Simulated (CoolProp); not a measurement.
n-heptane along the isotherm 600 K: fugacity coefficient from the reference equation and from simpler models built on Tc = 541.2 K, pc = 27.74 bar, ω = 0.349; each cubic takes its own stable root.

The numbers come from the reference Helmholtz-energy equation of state, Span 2003 in CoolProp. It is a short technical equation, of lower accuracy than the large ones.

```
p (bar)          phase  reference  Redlich-Kwong  Soave-Redlich-Kwong  Peng-Robinson
-------  -------------  ---------  -------------  -------------------  -------------
0.439              gas     0.9962         0.9960               0.9963         0.9958
0.74               gas     0.9936         0.9933               0.9938         0.9929
1.25               gas     0.9892         0.9887               0.9895         0.9880
2.11               gas     0.9818         0.9809               0.9823         0.9798
3.56               gas     0.9694         0.9679               0.9703         0.9660
6                  gas     0.9486         0.9462               0.9502         0.9432
10.1               gas     0.9141         0.9102               0.9169         0.9058
17.1               gas     0.8561         0.8501               0.8615         0.8443
28.9     supercritical          ?         0.7521               0.7719         0.7471
48.7     supercritical          ?         0.5988               0.6352         0.6048
82.2     supercritical     0.4558         0.4521               0.4930         0.4603
139      supercritical          ?         0.3670               0.4067         0.3687
```

Q: What belongs in the gaps?

A: 
- 28.9, reference: 0.7613
- 48.7, reference: 0.6134
- 139, reference: 0.3602
